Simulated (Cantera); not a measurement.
Charge: 1 mol SiCl4, 1.9 mol HCl, 12 mol H2, equilibrated at 500 K and 750 Torr.

Method: chemical equilibrium by Gibbs-energy minimisation in Cantera with the NASA 1993 tables (ideal gas, pure condensed phases). Candidate condensed phases: Si; 19 gas species. The numbers say what is thermodynamically allowed, not how fast it happens.

Base state: H2 0.805, HCl 0.128, SiCl4 0.0671 (mole fractions); condensed: gas only.

### Question
What changes in the equilibrium state with this change: temperature from 500 K to 1050 K?

### Answer
| species | before | after |
|---|---|---|
| H2 | 0.805 | 0.801 |
| HCl | 0.128 | 0.132 |
| SiCl4 | 0.0671 | 0.0630 |
| SiCl3 | <1e-9 | 0.000142 |
| SiH2Cl2 | <1e-9 | 2.86e-5 |
| SiHCl3 | 6.75e-7 | 0.00398 |
The tables' values for SiCl3 are old estimates; treat these amounts as uncertain.

### Question
What changes in the equilibrium state with this change: SiCl4 replaced by Si?

### Answer
| species | before | after |
|---|---|---|
| H2 | 0.805 | 0.959 |
| SiHCl3 | 6.75e-7 | 0.0210 |
| SiCl4 | 0.0671 | 0.0194 |
| HCl | 0.128 | 1.41e-6 |
| SiH2Cl2 | <1e-9 | 0.000783 |
| Si(s), mol | 0 | 0.450 |

### Question
What changes in the equilibrium state with this change: temperature from 500 K to 1500 K?

### Answer
| species | before | after |
|---|---|---|
| H2 | 0.805 | 0.744 |
| HCl | 0.128 | 0.191 |
| SiCl2 | <1e-9 | 0.0223 |
| SiCl4 | 0.0671 | 0.0214 |
| SiCl3 | <1e-9 | 0.0123 |
| SiH2Cl2 | <1e-9 | 0.000558 |
| H | <1e-9 | 1.52e-5 |
| SiHCl3 | 6.75e-7 | 0.00867 |
| SiH3Cl | <1e-9 | 1.05e-5 |
The tables' values for SiCl3 are old estimates; treat these amounts as uncertain.
